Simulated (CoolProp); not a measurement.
Saturation properties of n-nonane (Tc = 594.5 K, pc = 22.82 bar, ω = 0.443).

Values from CoolProp's reference Helmholtz-energy equation of state, Lemmon 2006. It is a short technical equation, of lower accuracy than the large ones.

```json
[
 {"T (K)": "399.6", "p (bar)": "0.5074", "vapour Z": "0.9643", "surface tension (mN/m)": "13.2", "vapour viscosity (µPa s)": "7.17", "liquid conductivity (mW/(m K))": "102"},
 {"T (K)": "403.5", "p (bar)": "0.5709", "vapour Z": "0.9611", "surface tension (mN/m)": "12.9", "vapour viscosity (µPa s)": "7.23", "liquid conductivity (mW/(m K))": "102"},
 {"T (K)": "407.4", "p (bar)": "0.6405", "vapour Z": "0.9578", "surface tension (mN/m)": "12.5", "vapour viscosity (µPa s)": "7.30", "liquid conductivity (mW/(m K))": "101"},
 {"T (K)": "411.3", "p (bar)": "0.7166", "vapour Z": "0.9544", "surface tension (mN/m)": "12.2", "vapour viscosity (µPa s)": "7.36", "liquid conductivity (mW/(m K))": "100"},
 {"T (K)": "415.2", "p (bar)": "0.7998", "vapour Z": "0.9507", "surface tension (mN/m)": "11.9", "vapour viscosity (µPa s)": "7.42", "liquid conductivity (mW/(m K))": "99.3"},
 {"T (K)": "419", "p (bar)": "0.8880", "vapour Z": "0.9469", "surface tension (mN/m)": "11.6", "vapour viscosity (µPa s)": "7.49", "liquid conductivity (mW/(m K))": "98.6"},
 {"T (K)": "422.9", "p (bar)": "0.9864", "vapour Z": "0.9428", "surface tension (mN/m)": "11.2", "vapour viscosity (µPa s)": "7.55", "liquid conductivity (mW/(m K))": "97.8"},
 {"T (K)": "426.8", "p (bar)": "1.093", "vapour Z": "0.9386", "surface tension (mN/m)": "10.9", "vapour viscosity (µPa s)": "7.61", "liquid conductivity (mW/(m K))": "97.1"},
 {"T (K)": "430.7", "p (bar)": "1.209", "vapour Z": "0.9341", "surface tension (mN/m)": "10.6", "vapour viscosity (µPa s)": "7.68", "liquid conductivity (mW/(m K))": "96.3"},
 {"T (K)": "434.6", "p (bar)": "1.333", "vapour Z": "0.9294", "surface tension (mN/m)": "10.3", "vapour viscosity (µPa s)": "7.74", "liquid conductivity (mW/(m K))": "95.6"},
 {"T (K)": "438.4", "p (bar)": "1.465", "vapour Z": "0.9246", "surface tension (mN/m)": "9.97", "vapour viscosity (µPa s)": "7.81", "liquid conductivity (mW/(m K))": "94.9"},
 {"T (K)": "442.3", "p (bar)": "1.609", "vapour Z": "0.9195", "surface tension (mN/m)": "9.66", "vapour viscosity (µPa s)": "7.87", "liquid conductivity (mW/(m K))": "94.2"},
 {"T (K)": "446.2", "p (bar)": "1.765", "vapour Z": "0.9141", "surface tension (mN/m)": "9.34", "vapour viscosity (µPa s)": "7.94", "liquid conductivity (mW/(m K))": "93.5"},
 {"T (K)": "450.1", "p (bar)": "1.932", "vapour Z": "0.9085", "surface tension (mN/m)": "9.04", "vapour viscosity (µPa s)": "8.00", "liquid conductivity (mW/(m K))": "92.7"}
]
```

It boils at 423.9 K under 1 atm.

Viscosity comes from a separate model (Huber 2004). Thermal conductivity comes from a separate model (Huber 2005). Surface tension comes from a separate correlation (Mulero 2012).
